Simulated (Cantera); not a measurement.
## Silicon oxide and oxynitride deposition: SiCl4 + O3 + H2

Input: 1 mol SiCl4, 0.12 mol O3, 12 mol H2, at 1800 K and 0.100 bar.

Equilibrium computed with Cantera from the NASA thermochemical tables; the gas is ideal and each condensed phase is pure. Candidate condensed phases: H2O, Si, SiO2; 30 gas species. The tables' values for SiCl3, SiCl are old estimates; treat these amounts as uncertain. Rates play no part.

- x(H2) = 0.742
- x(HCl) = 0.188
- x(SiCl2) = 0.0428
- x(SiO) = 0.0251
- x(SiCl3) = 0.00149
- x(H) = 0.000975
- x(Cl) = 0.000189
- x(SiCl4) = 8.36e-5
- x(SiHCl3) = 8.29e-5
- gas amount = 14.36 mol
- log10 activity of Si(l) (absent) = -0.53
